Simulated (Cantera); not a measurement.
Adiabatic ignition

An adiabatic, constant-volume homogeneous reactor starts with 25.8 % H2, 15.5 % O2, 58.6 % N2, at 1125 K and 1.00 bar.

Cantera simulation using the H2/O2 subset of GRI-Mech 3.0, which has no nitrogen chemistry; the numbers are that mechanism's predictions, not measurements.

```json
[
 {"t (s)": "2.00e-6", "T (K)": "1125", "P (bar)": "1.00", "x H2": "0.258", "x O2": "0.155", "x H2O2": "1.00e-12", "x O": "1.27e-10", "x OH": "6.54e-11"},
 {"t (s)": "5.11e-6", "T (K)": "1125", "P (bar)": "1.00", "x H2": "0.258", "x O2": "0.155", "x H2O2": "7.18e-12", "x O": "5.99e-10", "x OH": "2.81e-10"},
 {"t (s)": "1.30e-5", "T (K)": "1125", "P (bar)": "1.00", "x H2": "0.258", "x O2": "0.155", "x H2O2": "6.90e-11", "x O": "5.25e-9", "x OH": "2.40e-9"},
 {"t (s)": "3.33e-5", "T (K)": "1125", "P (bar)": "1.00", "x H2": "0.258", "x O2": "0.155", "x H2O2": "4.98e-9", "x O": "5.22e-7", "x OH": "2.39e-7"},
 {"t (s)": "8.50e-5", "T (K)": "2408", "P (bar)": "1.99", "x H2": "0.0395", "x O2": "0.0394", "x H2O2": "5.30e-7", "x O": "0.0180", "x OH": "0.0320"},
 {"t (s)": "0.000217", "T (K)": "2861", "P (bar)": "2.29", "x H2": "0.0246", "x O2": "0.0324", "x H2O2": "9.16e-7", "x O": "0.00822", "x OH": "0.0308"},
 {"t (s)": "0.000554", "T (K)": "2861", "P (bar)": "2.29", "x H2": "0.0246", "x O2": "0.0324", "x H2O2": "9.16e-7", "x O": "0.00822", "x OH": "0.0308"},
 {"t (s)": "0.00141", "T (K)": "2861", "P (bar)": "2.29", "x H2": "0.0246", "x O2": "0.0324", "x H2O2": "9.16e-7", "x O": "0.00822", "x OH": "0.0308"},
 {"t (s)": "0.00361", "T (K)": "2861", "P (bar)": "2.29", "x H2": "0.0246", "x O2": "0.0324", "x H2O2": "9.16e-7", "x O": "0.00822", "x OH": "0.0308"},
 {"t (s)": "0.00922", "T (K)": "2861", "P (bar)": "2.29", "x H2": "0.0246", "x O2": "0.0324", "x H2O2": "9.16e-7", "x O": "0.00822", "x OH": "0.0308"},
 {"t (s)": "0.0235", "T (K)": "2861", "P (bar)": "2.29", "x H2": "0.0246", "x O2": "0.0324", "x H2O2": "9.16e-7", "x O": "0.00822", "x OH": "0.0308"},
 {"t (s)": "0.0601", "T (K)": "2861", "P (bar)": "2.29", "x H2": "0.0246", "x O2": "0.0324", "x H2O2": "9.16e-7", "x O": "0.00822", "x OH": "0.0308"},
 {"t (s)": "0.153", "T (K)": "2861", "P (bar)": "2.29", "x H2": "0.0246", "x O2": "0.0324", "x H2O2": "9.16e-7", "x O": "0.00822", "x OH": "0.0308"},
 {"t (s)": "0.392", "T (K)": "2861", "P (bar)": "2.29", "x H2": "0.0246", "x O2": "0.0324", "x H2O2": "9.16e-7", "x O": "0.00822", "x OH": "0.0308"},
 {"t (s)": "1.00", "T (K)": "2861", "P (bar)": "2.29", "x H2": "0.0246", "x O2": "0.0324", "x H2O2": "9.16e-7", "x O": "0.00822", "x OH": "0.0308"}
]
```
x: mole fraction; the columns are a selection and need not sum to one.

```
Property                                                            Result
---------------------------------  ---------------------------------------
time of steepest temperature rise                                  71.6 µs
temperature at 1.00 s                                               2861 K
equilibrium temperature                                             2861 K
x(H2) at 1.00 s                      0.0246 (gas-phase equilibrium 0.0246)
x(O2) at 1.00 s                      0.0324 (gas-phase equilibrium 0.0324)
x(H2O2) at 1.00 s                  9.16e-7 (gas-phase equilibrium 9.16e-7)
```
